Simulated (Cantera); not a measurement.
**Halide evaporation, hydrolysis and transport: CsF + O2 + H2**

Charge: 1 mol CsF, 5.5 mol O2, 14 mol H2, held at 0.0120 bar.

Equilibrium computed with Cantera from the NASA thermochemical tables; the gas is ideal and each condensed phase is pure. Candidate condensed phases: Cs, CsF, CsOH, H2O; 30 gas species. Kinetics and transport are ignored.

From 975 K to 1325 K nothing is condensed. The main Cs-bearing gas is CsF throughout.

| T (K) | log p H2O | log p H2 | log p CsF | log p HF | log p CsOH | log p Cs2F2 |
|---|---|---|---|---|---|---|
| 975 | -2.05 | -2.62 | -3.29 | -4.42 | -4.42 | -3.89 |
| 1025 | -2.06 | -2.62 | -3.21 | -4.29 | -4.29 | -4.18 |
| 1075 | -2.06 | -2.62 | -3.17 | -4.18 | -4.19 | -4.51 |
| 1125 | -2.06 | -2.62 | -3.16 | -4.10 | -4.11 | -4.85 |
| 1175 | -2.06 | -2.62 | -3.16 | -4.02 | -4.04 | -5.19 |
| 1225 | -2.06 | -2.62 | -3.17 | -3.96 | -3.98 | -5.51 |
| 1275 | -2.06 | -2.62 | -3.17 | -3.90 | -3.92 | -5.81 |
| 1325 | -2.06 | -2.62 | -3.18 | -3.84 | -3.88 | -6.10 |
log p: log10 of the partial pressure in bar; nothing condenses.
